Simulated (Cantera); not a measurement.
Feed: 1 mol Ca(OH)₂, 0.015 mol CO₂, 2.4 mol H₂O, equilibrated at 675 K and 1.40 bar.

Method: chemical equilibrium by Gibbs-energy minimisation in Cantera with the NASA 1993 tables (ideal gas, pure condensed phases). Candidate condensed phases: C, C₆H₆, C₇H₈, C₈H₁₈, Ca, CaCO₃, CaO, Ca(OH)₂, H₂O; 115 gas species. Kinetics and transport are ignored.

Base state: H₂O 1.000, CO₂ 3.66e-5 (mole fractions); condensed: CaCO₃(calcite) + Ca(OH)₂(s).

Problem. What changes in the equilibrium state with this change: temperature from 675 K to 1950 K?

Solution. 
```tsv
species	before	after
H₂O	1.000	0.988
CO₂	3.66e-5	0.00431
H₂	<1e-9	0.00398
Ca(OH)₂	<1e-9	6.76e-5
O₂	<1e-9	0.00169
OH	<1e-9	0.00138
CaCO₃(calcite), mol	0.0149	0
Ca(OH)₂(s), mol	0.985	0
CaO(s), mol	0	1.000
```
